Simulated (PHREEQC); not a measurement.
Make-up at 25 °C and 100 atm: 2.3 mol MgSO4, 0.11 mol NaHCO3 and 0.73 mol KBr per kg of water. Closed to the air; pH follows from the charge balance.

The numbers come from PHREEQC with the Pitzer model, pitzer.dat.

```
quantity                      before    after
---------------------------  -------  -------
pH                              6.37     7.23
MgOH+ (mol/kgw)              7.88e-6  3.57e-6
HSO4- (mol/kgw)              7.38e-7  1.75e-7
SI of Epsomite (MgSO4:7H2O)    -0.23    -1.09
SI of Kieserite (MgSO4:H2O)    -1.56    -2.66
```

Q: What was changed between the two runs?
A. KBr left out
B. NaHCO3 from 0.11 to 0.22 mol/kgw
C. NaHCO3 replaced by NaCl at the same molality
D. diluted 2-fold with water
E. diluted 5-fold with water

A: E, diluted 5-fold with water

Precipitation was switched off in this run. Some of these states are supersaturated (in Magnesite (slow to form), for instance). In brines, pH and single-ion activities rest on the MacInnes convention. Under pressure, the constants of complexes without a molar volume in the database are unreliable.
